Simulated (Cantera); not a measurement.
Feed: 1 mol Al2O3, 2.4 mol H2, 0.43 mol H2O, held at 0.113 Torr.

Method: chemical equilibrium by Gibbs-energy minimisation in Cantera with the NASA 1993 tables (ideal gas, pure condensed phases). Candidate condensed phases: Al, Al2O3, H2O; 19 gas species. The tables' values for AlOH are old estimates; treat these amounts as uncertain. Equilibrium is a limit: real reactors are often held back by kinetics, nucleation or transport.

log p: log10 of the partial pressure in bar; n: condensed amount in mol.

| T (°C) | log p H2 | log p H2O | log p H | log p OH | log p O | log p O2 | log p AlOH | n Al2O3(s) |
|---|---|---|---|---|---|---|---|---|
| 852 | -3.90 | -4.64 | -9.30 | -12.33 | <-15 | <-15 | <-15 | 1.00 |
| 1002 | -3.90 | -4.64 | … | … | -14.96 | <-15 | <-15 | 1.00 |
| 1152 | -3.90 | -4.64 | -7.11 | -9.52 | -12.79 | -13.86 | -14.14 | 1.00 |
| 1302 | -3.90 | -4.64 | -6.33 | -8.52 | -11.02 | -12.11 | -12.36 | 1.00 |
| 1452 | -3.90 | -4.65 | … | … | … | … | -10.90 | 1.00 |
| 1602 | -3.92 | -4.66 | -5.14 | -6.99 | -8.33 | -9.43 | -9.69 | 1.000 |
| 1752 | -3.96 | -4.68 | -4.70 | -6.40 | -7.27 | -8.36 | -8.69 | 1.000 |

**Question.** Some entries are withheld; supply them.

**Answer.** 
- 1452, log p H: -5.68
- 1452, log p OH: -7.68
- 1452, log p O: -9.57
- 1452, log p O2: -10.66
- 1002, log p H: -8.08
- 1002, log p OH: -10.76
